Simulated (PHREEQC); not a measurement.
PHREEQC input (Pitzer model, pitzer.dat):

```
SOLUTION 1
  temp 25
  units mol/kgw
  pH 7 charge
  S(6) 0.44
  K 0.36
  Na 0.52
END
USE solution 1
INCREMENTAL_REACTIONS false
REACTION 1
  H2O -1
  0 9.886 18.011 24.689 30.178 34.689 38.397 41.444
  43.949 46.007 47.699 49.089 50.232 51.172 51.944 52.578
  53.1 moles
EQUILIBRIUM_PHASES 1
  Arcanite 0 0
  Glaserite 0 0
  Mirabilite 0 0
  Misenite 0 0
  Thenardite 0 0
SELECTED_OUTPUT 1
  -reset false
  -pH true
  -pe true
  -ionic_strength true
  -water true
  -activities H2O
  -totals K Na S
  -molalities H+ Na+ K+ SO4-2 OH- HSO4-
  -equilibrium_phases Arcanite Glaserite Mirabilite Misenite Thenardite
PRINT
  -reset false
END
```

Selected output (columns that matter, 17 of 17 rows; water left (kg) added in front):

```
water left (kg)	pH	mu	K	Na	S	m_H+	m_Na+	m_K+	m_SO4-2	m_OH-	la_H2O	Glaserite	Mirabilite
1	7.3636	1.32	0.36	0.52	0.44	9.6931e-08	0.52	0.36	0.44	3.754e-07	-0.0071029	0	0
0.821894	7.3781	1.606	0.43801	0.63269	0.53535	9.6148e-08	0.63269	0.43801	0.53535	3.9082e-07	-0.0084636	0	0
0.675514	7.3929	1.9541	0.53293	0.76978	0.65136	9.4209e-08	0.76978	0.53293	0.65136	4.0551e-07	-0.010081	0	0
0.555203	7.4081	2.3775	0.64841	0.93659	0.7925	9.0573e-08	0.93659	0.64841	0.7925	4.1925e-07	-0.012011	0	0
0.456313	7.4241	2.8927	0.78893	1.1396	0.96425	8.4613e-08	1.1396	0.78893	0.96425	4.3198e-07	-0.014325	0	0
0.375043	7.4416	3.5196	0.95989	1.3865	1.1732	7.5727e-08	1.3865	0.95989	1.1732	4.4398e-07	-0.017123	0	0
0.30824	7.4617	4.2824	1.1679	1.687	1.4275	6.3586e-08	1.687	1.1679	1.4275	4.5618e-07	-0.020546	0	0
0.253345	7.4733	4.9116	1.2716	2.0028	1.6372	5.4692e-08	2.0028	1.2716	1.6372	4.6391e-07	-0.023409	0.012612	0
0.208215	7.4731	5.3453	1.2319	2.3317	1.7818	5.0879e-08	2.3317	1.2319	1.7818	4.6542e-07	-0.025421	0.034503	0
0.171138	7.4737	5.89	1.192	2.7346	1.9633	4.6014e-08	2.7346	1.192	1.9633	4.6667e-07	-0.028014	0.051999	0
0.140655	7.4754	6.5685	1.1514	3.2276	2.1895	4.0081e-08	3.2276	1.1514	2.1895	4.6745e-07	-0.031362	0.066018	0
0.115613	7.4785	7.407	1.1086	3.8294	2.469	3.3223e-08	3.8294	1.1086	2.469	4.6761e-07	-0.035706	0.077277	0
0.0950203	7.4834	8.4383	1.0619	4.5636	2.8128	2.5777e-08	4.5636	1.0619	2.8128	4.6708e-07	-0.041405	0.086365	0
0.0689264	7.4842	8.602	1.0549	4.6798	2.8673	2.4706e-08	4.6798	1.0549	2.8673	4.6696e-07	-0.042349	0.095764	0.050837
0.0461303	7.4842	8.602	1.0549	4.6798	2.8673	2.4706e-08	4.6798	1.0549	2.8673	4.6696e-07	-0.042349	0.10378	0.10017
0.0274091	7.4842	8.602	1.0549	4.6798	2.8673	2.4706e-08	4.6798	1.0549	2.8673	4.6696e-07	-0.042349	0.11036	0.14068
0.0119951	7.4842	8.602	1.0549	4.6798	2.8673	2.4706e-08	4.6798	1.0549	2.8673	4.6696e-07	-0.042349	0.11578	0.17404
```
